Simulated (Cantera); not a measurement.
**Equilibrium for boron, boron nitride and boron oxide: borazine + H2O**

Feed: 1 mol borazine, 0.074 mol H2O, at 1450 K.

Method: chemical equilibrium by Gibbs-energy minimisation in Cantera with the NASA 1993 tables (ideal gas, pure condensed phases). Candidate condensed phases: B, BN, B2O3, B3O3H3, H2O; 39 gas species. The feed counts by its element totals alone. Mutual solubility and eutectic melting of coexisting phases are not modelled. Gases not in the tables: H3BO3. Rates play no part.

From 10.0 Pa to 1.40 mbar the condensed part is BN(s). From 5.20 mbar to 1.00 bar the condensed part is BN(s) + B2O3(l).

```tsv
P (Pa)	x H2	x HBO	x N2	x HBO2	x B2O3	x B2O2	x H2O	x H	n BN(s)	n B2O3(l)
10	0.969	0.0150	0.0110	0.000709	0.000889	0.00200	1.81e-5	0.000931	2.93	0
37	0.972	0.0123	0.0101	0.00167	0.00170	0.00132	5.25e-5	0.000485	2.94	0
140	0.976	0.00887	0.00903	0.00313	0.00230	0.000692	0.000136	0.000250	2.94	0
520	0.981	0.00500	0.00815	0.00351	0.00145	0.000219	0.000272	0.000130	2.95	0.00691
1900	0.987	0.00213	0.00779	0.00227	0.000396	3.94e-5	0.000416	6.82e-5	2.95	0.0160
7200	0.989	0.000881	0.00765	0.00145	0.000104	6.72e-6	0.000645	3.51e-5	2.95	0.0197
27000	0.990	0.000366	0.00753	0.000932	2.78e-5	1.16e-6	0.000998	1.81e-5	2.95	0.0212
100000	0.990	0.000153	0.00737	0.000600	7.51e-6	2.04e-7	0.00153	9.41e-6	2.95	0.0216
```
x: gas mole fraction; n: condensed amount in mol.
